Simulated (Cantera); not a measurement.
A Cantera script and what it prints.

```python
import numpy as np
import cantera as ct

gas_names = [...]  # 123 gases of nasa_gas.yaml made of C, H, O, Si
cond_names = """
    C(gr) C6H6(L) C7H8(L) C8H18(L),n-octa H2O(s) H2O(L) Si(cr) Si(L) SiC(b) SiO2(Lqz) SiO2(hqz) SiO2(L)
""".split()


# ... load() reads the species with a 1 bar reference pressure and builds the phases ...
atoms = {
    'SiC': {'Si': 1, 'C': 1},
    'CO2': {'C': 1, 'O': 2},
    'H2': {'H': 2},
}
top_T = {'C(gr)': 4500, 'SiC(b)': 3050}  # K; cautious upper limits of use, not melting points


# ... equilibrate(T, P, feed) seeds the gas with the atoms and calls Mixture.equilibrate('TP', solver="vcs", rtol=1e-11, max_steps=5000) ...
results = []
feed = {'SiC': 1, 'CO2': 0.47, 'H2': 75}  # mol
T = 1100  # K
P = 0.27  # Pa
mix = equilibrate(T, P, feed)
results.append((T, P, feed, dict(zip(mix.species_names, mix.species_moles))))
x = sorted(zip(gas.X, gas.species_names), reverse=True)
print(f"T = {T:g} K  P = {P:g} Pa  gas = {mix.phase_moles(0):.4g} mol")
print("   x: " + "  ".join(f"{s} {v:.3e}" for v, s in x if v > 0.001))
print("   condensed (mol): " + ("  ".join(f"{mix.phase(i).name} {mix.phase_moles(i):.4g}"
      for i in range(1, mix.n_phases) if mix.phase_moles(i) > 1e-12) or "none"))
```

Result:

```
T = 1100 K  P = 0.27 Pa  gas = 75.76 mol
   x: H2 9.899e-01  CO 8.713e-03  SiO 1.325e-03
   condensed (mol): SiC(b) 0.8099  SiO2(hqz) 0.08972
```

Cantera equilibrium calculation (NASA polynomials, part measured and part estimated; ideal gas, pure solids and liquids). Mutual solubility and eutectic melting of coexisting phases are not modelled.
